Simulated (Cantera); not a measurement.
Charge: 1 mol MgO, 1.2 mol Cl2, 0.11 mol H2, held at 998.15 K and 1.60 bar.

Cantera equilibrium calculation (NASA polynomials, part measured and part estimated; ideal gas, pure solids and liquids). Candidate condensed phases: H2O, Mg, MgCl2, MgO, Mg(OH)2; 22 gas species. Kinetics and transport are ignored.

Base state: Cl2 0.748, HCl 0.172, O2 0.0747, H2O 0.00468, Cl 0.000258, MgCl2 0.000114 (mole fractions); condensed: MgCl2(l) + MgO(s).

Task: What changes in the equilibrium state with this change: pressure from 1.60 bar to 4.30 bar?

Result: 
```
species          before     after
-------------  --------  --------
Cl2               0.748     0.660
HCl               0.172     0.171
O2               0.0747     0.156
H2O             0.00468    0.0125
MgCl2          0.000114   4.24e-5
HOCl            9.73e-6   2.30e-5
Cl             0.000258  0.000148
MgCl2(l), mol     0.187     0.364
MgO(s), mol       0.813     0.636
```

Task: What changes in the equilibrium state with this change: temperature from 998.15 K to 1550 K?

Result: 
```json
[
 {"species": "Cl2", "before": "0.748", "after": "0.414"},
 {"species": "MgCl2", "before": "0.000114", "after": "0.269"},
 {"species": "HCl", "before": "0.172", "after": "0.141"},
 {"species": "O2", "before": "0.0747", "after": "0.134"},
 {"species": "Cl", "before": "0.000258", "after": "0.0411"},
 {"species": "ClO", "before": "5.58e-6", "after": "0.000441"},
 {"species": "H2O", "before": "0.00468", "after": "0.000592"},
 {"species": "HOCl", "before": "9.73e-6", "after": "2.15e-5"},
 {"species": "MgCl2(l), mol", "before": "0.187", "after": "0"},
 {"species": "MgO(s), mol", "before": "0.813", "after": "0.582"}
]
```

Task: What changes in the equilibrium state with this change: H2 from 0.11 to 1.8 mol?

Result: 
| species | before | after |
|---|---|---|
| HCl | 0.172 | 0.705 |
| H2 | <1e-9 | 0.216 |
| H2O | 0.00468 | 0.0788 |
| Cl2 | 0.748 | <1e-9 |
| O2 | 0.0747 | <1e-9 |
| MgCl2 | 0.000114 | 0.000114 |
| Cl | 0.000258 | 2.42e-9 |
| MgCl2(l), mol | 0.187 | 0.219 |
| MgO(s), mol | 0.813 | 0.781 |
